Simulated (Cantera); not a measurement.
A Cantera script and its output.

```python
import numpy as np
import cantera as ct

gas = ct.Solution("gri30.yaml")
gas.TPX = 675, 101325, {'CH4': 1, 'O2': 1.43, 'N2': 4.2}
flame = ct.FreeFlame(gas, width=0.04)
flame.set_refine_criteria(ratio=3, slope=0.08, curve=0.16)
flame.transport_model = "mixture-averaged"
flame.solve(loglevel=0, auto=True)
z, T = flame.grid, flame.T
thick = (T[-1] - T[0]) / np.gradient(T, z).max()
show = ['CH4', 'O2', 'H2O', 'NO', 'C2H2', 'CH2']
print(f"laminar burning velocity  {flame.velocity[0] * 100:.3f} cm/s")
print(f"burnt temperature         {T[-1]:.1f} K")
print(f"thermal thickness         {thick * 1e3:.4f} mm")
print(f"grid points               {len(z)}")
z0 = z[flame.heat_release_rate.argmax()]
print(f"{'z/mm':>9s}{'T/K':>9s}{'u/(m/s)':>9s}" + "".join(f"{s:>11s}" for s in show))
rows = []
for k in (-3, -2, -1.5, -1, -0.5, -0.25, 0, 0.25, 0.5, 1, 2, 4, 8):
    zz = z0 + k * thick
    rows.append([k * thick, np.interp(zz, z, T), np.interp(zz, z, flame.velocity),
                 *(np.interp(zz, z, flame.X[gas.species_index(s)]) for s in show)])
    print(f"{rows[-1][0] * 1e3:9.3f}{rows[-1][1]:9.1f}{rows[-1][2]:9.3f}" + "".join(f"{x:11.3e}" for x in rows[-1][3:]))
```

Result:

```
laminar burning velocity  154.532 cm/s
burnt temperature         2426.5 K
thermal thickness         0.3133 mm
grid points               147
     z/mm      T/K  u/(m/s)        CH4         O2        H2O         NO       C2H2        CH2
   -0.940    675.2    1.550  1.504e-01  2.151e-01  4.736e-05  8.251e-10  1.627e-08  4.711e-18
   -0.627    677.9    1.564  1.492e-01  2.138e-01  5.400e-04  1.383e-08  3.705e-07  1.483e-14
   -0.470    690.7    1.605  1.469e-01  2.115e-01  2.504e-03  8.723e-08  2.930e-06  2.815e-12
   -0.313    779.2    1.837  1.374e-01  2.028e-01  1.407e-02  7.841e-07  3.386e-05  1.199e-09
   -0.157   1233.1    2.993  9.511e-02  1.586e-01  6.790e-02  6.634e-06  3.778e-04  7.414e-07
   -0.078   1653.6    4.095  5.270e-02  1.077e-01  1.189e-01  1.526e-05  1.056e-03  2.361e-05
    0.000   2029.6    5.110  1.595e-02  5.305e-02  1.668e-01  3.123e-05  1.963e-03  1.480e-04
    0.078   2227.7    5.642  2.695e-03  2.041e-02  1.920e-01  5.732e-05  1.315e-03  1.506e-04
    0.157   2295.5    5.811  3.721e-04  7.525e-03  2.001e-01  8.729e-05  4.115e-04  5.027e-05
    0.313   2324.9    5.866  8.662e-06  1.762e-03  2.016e-01  1.282e-04  2.260e-05  2.112e-06
    0.627   2341.1    5.893  2.389e-08  9.313e-04  2.009e-01  1.555e-04  1.260e-07  7.788e-09
    1.253   2360.9    5.934  2.645e-11  7.139e-04  2.020e-01  1.674e-04  1.696e-10  8.906e-12
    2.507   2385.2    5.985  2.141e-13  4.875e-04  2.040e-01  1.766e-04  1.630e-14  7.516e-14
```

Model: GRI-Mech 3.0 (53 species, 325 reactions), integrated in Cantera. Burning velocities carry a grid error of a few per cent, more on coarse grids.
